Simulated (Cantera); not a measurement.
## Reactions in the system O-Pb-S

Cantera with NASA thermochemical tables; ideal gases at 1 bar, condensed phases pure. Values are per mole of reaction as written; species without (g) are pure solids or liquids, kept so even where they would boil at 1 bar.

Pb(g) + SO3(g) = PbS + 3 O(g)

```tsv
T (K)	ΔH° (kJ)	ΔS° (J/K)	ΔG° (kJ)	log10 K	condensed phases
300	849.8	142.6	807.0	-140.51	PbS(s)
723	863.3	172.0	739.0	-53.39	PbS(s)
873	866.9	176.4	712.9	-42.65	PbS(s)
1023	870.3	180.0	686.1	-35.03	PbS(s)
1173	873.6	183.1	658.9	-29.34	PbS(s)
1323	877.0	185.7	631.2	-24.92	PbS(s)
1473	899.7	202.1	602.0	-21.35	PbS(l)
1623	903.9	204.8	571.5	-18.39	PbS(l)
1773	907.8	207.1	540.6	-15.93	PbS(l)
```
